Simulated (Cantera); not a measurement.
Charge: 1 mol SiCl4, 0.19 mol O3, 0.45 mol N2O, held at 1200 K and 12.0 Pa.

Method: chemical equilibrium by Gibbs-energy minimisation in Cantera with the NASA 1993 tables (ideal gas, pure condensed phases). Candidate condensed phases: Si, SiO2, Si2N2O, Si3N4; 23 gas species. The tables hold silica as quartz up to 1696 K and as liquid above; real silica turns to tridymite and cristobalite and melts near 1996 K. Kinetics and transport are ignored.

Base state: Cl2 0.332, Cl 0.248, SiCl4 0.219, N2 0.201 (mole fractions); condensed: SiO2(β-quartz).

What changes in the equilibrium state with this change: N2O from 0.45 to 28 mol?


```json
[
 {"species": "N2", "before": "0.201", "after": "0.629"},
 {"species": "O2", "before": "2.66e-9", "after": "0.298"},
 {"species": "Cl", "before": "0.248", "after": "0.0561"},
 {"species": "Cl2", "before": "0.332", "after": "0.0169"},
 {"species": "SiCl4", "before": "0.219", "after": "<1e-9"},
 {"species": "NO", "before": "1.11e-8", "after": "0.000208"},
 {"species": "ClO", "before": "5.52e-9", "after": "1.32e-5"},
 {"species": "SiO2(β-quartz), mol", "before": "0.510", "after": "1.00"}
]
```
